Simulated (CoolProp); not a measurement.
p-xylene along the isotherm 346.25 °C: fugacity coefficient from the reference equation and from simpler models built on Tc = 343.0 °C, pc = 3532 kPa, ω = 0.324; each cubic takes its own stable root.

Model: reference Helmholtz-energy equation of state, Zhou 2012, in CoolProp.

| p (kPa) | phase | reference | van der Waals | Redlich-Kwong | Soave-Redlich-Kwong | Peng-Robinson |
|---|---|---|---|---|---|---|
| 177 | gas | 0.9814 | 0.9853 | 0.9832 | 0.9833 | 0.9814 |
| 353 | gas | 0.9631 | 0.9708 | 0.9667 | 0.9668 | 0.9631 |
| 530 | gas | 0.9449 | 0.9562 | 0.9501 | 0.9502 | 0.9448 |
| 706 | gas | 0.9270 | 0.9417 | 0.9337 | 0.9339 | 0.9269 |
| 883 | gas | 0.9091 | 0.9271 | 0.9173 | 0.9176 | 0.9090 |
| 1060 | gas | 0.8914 | 0.9125 | 0.9010 | 0.9013 | 0.8912 |
| 1240 | gas | 0.8735 | 0.8977 | 0.8845 | 0.8849 | 0.8733 |
| 1410 | gas | 0.8567 | 0.8838 | 0.8690 | 0.8694 | 0.8565 |
| 1590 | gas | 0.8391 | 0.8689 | 0.8526 | 0.8531 | 0.8389 |
| 1770 | gas | 0.8215 | 0.8541 | 0.8363 | 0.8368 | 0.8214 |
